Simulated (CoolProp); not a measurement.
Vapour-liquid equilibrium of R1234yf (1) + isobutane (2) at -74.25 °C; x and y are mole fractions of (1).

Values from CoolProp's multi-fluid Helmholtz-energy mixture model, Lemmon 2022 and Bücker 2006; pair parameters Bell 2016.

```json
[
 {"x": "0.05", "bubble pressure, mixture model (bar)": "(withheld)", "bubble pressure, Raoult's law (bar)": "0.03757", "y, mixture model": "0.373", "y, Raoult's law": "0.110"},
 {"x": "0.2", "bubble pressure, mixture model (bar)": "(withheld)", "bubble pressure, Raoult's law (bar)": "0.04473", "y, mixture model": "(withheld)", "y, Raoult's law": "0.371"},
 {"x": "0.35", "bubble pressure, mixture model (bar)": "(withheld)", "bubble pressure, Raoult's law (bar)": "0.05189", "y, mixture model": "0.664", "y, Raoult's law": "0.559"},
 {"x": "0.5", "bubble pressure, mixture model (bar)": "0.08808", "bubble pressure, Raoult's law (bar)": "0.05905", "y, mixture model": "(withheld)", "y, Raoult's law": "0.702"},
 {"x": "0.65", "bubble pressure, mixture model (bar)": "0.08963", "bubble pressure, Raoult's law (bar)": "0.06621", "y, mixture model": "(withheld)", "y, Raoult's law": "0.814"},
 {"x": "0.8", "bubble pressure, mixture model (bar)": "0.09001", "bubble pressure, Raoult's law (bar)": "0.07337", "y, mixture model": "(withheld)", "y, Raoult's law": "0.904"},
 {"x": "0.95", "bubble pressure, mixture model (bar)": "0.08616", "bubble pressure, Raoult's law (bar)": "0.08053", "y, mixture model": "(withheld)", "y, Raoult's law": "0.978"}
]
```

Task: Fill in the missing entries.

Result: 
- 0.05, bubble pressure, mixture model (bar): 0.05363
- 0.2, bubble pressure, mixture model (bar): 0.07869
- 0.2, y, mixture model: 0.612
- 0.35, bubble pressure, mixture model (bar): 0.08563
- 0.5, y, mixture model: 0.688
- 0.65, y, mixture model: 0.718
- 0.8, y, mixture model: 0.779
- 0.95, y, mixture model: 0.917

The largest gap from Raoult's law is +75.9 % in bubble pressure, at x = 0.2. y crosses x between x = 0.65 and 0.8: the model has an azeotrope there.

Pair parameters are fitted to limited data, so mixtures are less certain than the pure fluids. With so large a gap from Raoult's law the liquid may split in two, which this calculation doesn't test in full.
